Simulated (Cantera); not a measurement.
An adiabatic, constant-volume homogeneous reactor starts with CO : H2 : O2 : N2 = 1 : 0.88 : 0.34 : 3.21 (molar parts), equivalence ratio 2.8, at 1375 K and 30.0 bar.

Model: GRI-Mech 3.0 (53 species, 325 reactions), integrated in Cantera. The hydrogen kinetics of GRI-Mech 3.0 are dated; newer H2 mechanisms differ, most at raised pressure. The pressure lies above the range GRI-Mech 3.0 was tuned for (to about 10 atm).

Predict: time of steepest temperature rise; temperature at 3.00 s; equilibrium temperature; x(CO) at 3.00 s; x(H2) at 3.00 s; x(O2) at 3.00 s; x(H2O) at 3.00 s; x(NO) at 3.00 s.


```json
{
  "time_of_steepest_temperature_rise": "4.28 µs",
  "temperature at 3.00 s": "2499 K",
  "equilibrium_temperature": "2499 K",
  "x(CO) at 3.00 s": "0.162 (gas-phase equilibrium 0.162)",
  "x(H2) at 3.00 s": "0.0738 (gas-phase equilibrium 0.0738)",
  "x(O2) at 3.00 s": "1.24e-6 (gas-phase equilibrium 1.24e-6)",
  "x(H2O) at 3.00 s": "0.0984 (gas-phase equilibrium 0.0984)",
  "x(NO) at 3.00 s": "5.00e-5 (gas-phase equilibrium 5.00e-5)"
}
```
